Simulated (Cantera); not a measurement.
Feed: 1 mol MgCl2, 0.51 mol H2, equilibrated at 1948.15 K.

Cantera equilibrium calculation (NASA polynomials, part measured and part estimated; ideal gas, pure solids and liquids). Candidate condensed phases: Mg, MgCl2; 10 gas species. The tables' values for MgH are old estimates; treat these amounts as uncertain. The numbers say what is thermodynamically allowed, not how fast it happens.

log p: log10 of the partial pressure in bar; nothing condenses.

| P (Pa) | log p MgCl2 | log p Cl | log p HCl | log p H2 | log p Mg | log p H | log p MgCl |
|---|---|---|---|---|---|---|---|
| 0.100 | -9.09 | -6.33 | -7.11 | -7.69 | -6.57 | -6.79 | -9.08 |
| 1 | -6.33 | -5.46 | -5.65 | -6.53 | -5.55 | -6.21 | -7.19 |
| 10 | ___ | ___ | ___ | ___ | ___ | ___ | ___ |
| 100 | ___ | ___ | ___ | ___ | ___ | ___ | ___ |
| 1000 | -2.27 | -4.61 | -2.85 | -2.62 | -3.18 | -4.26 | -3.98 |
| 10000 | -1.22 | -4.44 | -2.14 | -1.54 | -2.48 | -3.72 | -3.11 |
| 100000 | -0.20 | -4.26 | -1.44 | -0.50 | -1.82 | -3.20 | -2.26 |

What belongs in the gaps?


- 100, log p MgCl2: -3.36
- 100, log p Cl: -4.79
- 100, log p HCl: -3.62
- 100, log p H2: -3.79
- 100, log p Mg: -3.91
- 100, log p H: -4.84
- 100, log p MgCl: -4.89
- 10, log p MgCl2: -4.57
- 10, log p Cl: -5.00
- 10, log p HCl: -4.50
- 10, log p H2: -5.14
- 10, log p Mg: -4.70
- 10, log p H: -5.51
- 10, log p MgCl: -5.89
